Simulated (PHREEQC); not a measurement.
PHREEQC input (ion-association model, phreeqc.dat):

```
SOLUTION_SPECIES
  SO4-2 + 9 H+ + 8 e- = HS- + 4 H2O  # shut off: sulfate is not reduced
    -log_k -100
    -delta_h 0
    -analytic -100
SOLUTION 0
  temp 25
  units mmol/kgw
  pH 7 charge
  Cl 1.73
  Mn(2) 0.86
  S(6) 0.38
  Na 0.76
SOLUTION 1-40
  temp 25
  units mmol/kgw
  pH 7 charge
  Cl 0.57
  K 0.56
  S(6) 98
  Na 22
  Zn 87
END
EXCHANGE 1-40
  X 0.0016
  -equilibrate 1
END
SELECTED_OUTPUT 1
  -reset false
  -pH true
  -pe true
  -ionic_strength true
  -water true
  -step true
  -totals Cl K Mn Na S Zn Mn(2) Mn(3) S(-2) S(6)
  -molalities NaX MnX2 ZnX2 KX
  -saturation_indices Pyrochroite Halite Sylvite Zn(OH)2(e)
PRINT
  -reset false
TRANSPORT
  -cells 40
  -shifts 160
  -lengths 0.0025
  -time_step 300
  -dispersivities 0.005
  -boundary_conditions flux flux
  -correct_disp true
  -punch_cells 40
  -punch_frequency 5
END
```

Selected output (columns that matter, 20 of 33 rows; pore volumes added in front):

```
pore volumes	pH	mu	Cl	K	Mn	Na	S	Zn	m_MnX2	si_Pyrochroite	si_Halite	si_Sylvite	si_Zn(OH)2(e)
0	5.3091	0.19996	0.00057	0.00056	0	0.022	0.098	0.087	0	-1000	-6.783	-7.7369	-2.7844
0.2625	5.3091	0.19996	0.00057	0.00056	1.7779e-09	0.022	0.098	0.087	1.014e-11	-14.041	-6.783	-7.7369	-2.7844
0.3875	5.309	0.19974	0.00057144	0.00055936	9.6576e-07	0.021974	0.097879	0.086892	5.5146e-09	-11.306	-6.7824	-7.7361	-2.7848
0.6375	5.3055	0.18268	0.00068153	0.00050852	7.7047e-05	0.019976	0.088614	0.078631	4.8366e-07	-9.3975	-6.7389	-7.6909	-2.817
0.8875	5.2865	0.12556	0.0010454	0.00033715	0.00032073	0.013345	0.057993	0.051349	3.0125e-06	-8.7583	-6.6937	-7.6425	-2.9623
1.0125	5.2674	0.094255	0.0012397	0.00024435	0.00043812	0.0097926	0.04164	0.036799	5.6365e-06	-8.6144	-6.7284	-7.6786	-3.0846
1.2625	5.2099	0.047076	0.0015178	0.00010955	0.00055605	0.004692	0.018241	0.016038	1.5662e-05	-8.5091	-6.9034	-7.8754	-3.4148
1.5125	5.1421	0.021813	0.001651	4.3139e-05	0.00053663	0.0022315	0.0070265	0.0061731	3.6969e-05	-8.5341	-7.138	-8.1871	-3.8149
1.6375	5.1121	0.014899	0.0016836	2.6378e-05	0.00050376	0.0016256	0.0042851	0.0037921	5.4381e-05	-8.5645	-7.2461	-8.3696	-4.0199
1.8875	5.069	0.0076161	0.0017148	9.6737e-06	0.00044528	0.0010414	0.0016606	0.0015422	0.00010712	-8.6171	-7.4012	-8.7652	-4.3956
2.1375	5.0475	0.0049	0.0017252	3.5446e-06	0.00043585	0.00084443	0.00078021	0.00077799	0.0001823	-8.6219	-7.474	-9.1821	-4.6808
2.3875	5.0393	0.0039898	0.0017286	1.3023e-06	0.00047775	0.00078286	0.0005011	0.00049055	0.00026959	-8.5789	-7.4997	-9.6096	-4.8749
2.5125	5.0377	0.003807	0.0017292	7.8763e-07	0.00050958	0.00077113	0.00044603	0.00041009	0.00031405	-8.5499	-7.5047	-9.8264	-4.9511
2.7625	5.0365	0.0036522	0.0017298	2.8576e-07	0.00057836	0.00076175	0.00039938	0.00029988	0.00039932	-8.4938	-7.5087	-10.265	-5.0853
3.0125	5.0363	0.0036076	0.0017299	1.0251e-07	0.00064167	0.00075944	0.00038561	0.00022414	0.0004759	-8.4479	-7.5097	-10.71	-5.2109
3.1375	5.0363	0.0035997	0.00173	6.1169e-08	0.00066933	0.00075914	0.00038301	0.00019406	0.00051027	-8.4293	-7.5098	-10.934	-5.2731
3.3875	5.0365	0.0035939	0.00173	2.1644e-08	0.00071613	0.00075909	0.00038086	0.00014517	0.00057085	-8.3996	-7.5098	-11.386	-5.3988
3.6375	5.0366	0.003593	0.00173	7.6061e-09	0.00075264	0.00075926	0.00038024	0.00010797	0.00062094	-8.3777	-7.5097	-11.84	-5.527
3.7625	5.0367	0.0035931	0.00173	4.4994e-09	0.00076759	0.00075935	0.00038013	9.2861e-05	0.00064232	-8.369	-7.5097	-12.068	-5.5924
4.0125	5.0368	0.0035936	0.00173	1.5689e-09	0.000792	0.00075952	0.00038004	6.8275e-05	0.00067847	-8.3552	-7.5096	-12.525	-5.7257
```

Complexes and solids missing from the database can't appear.
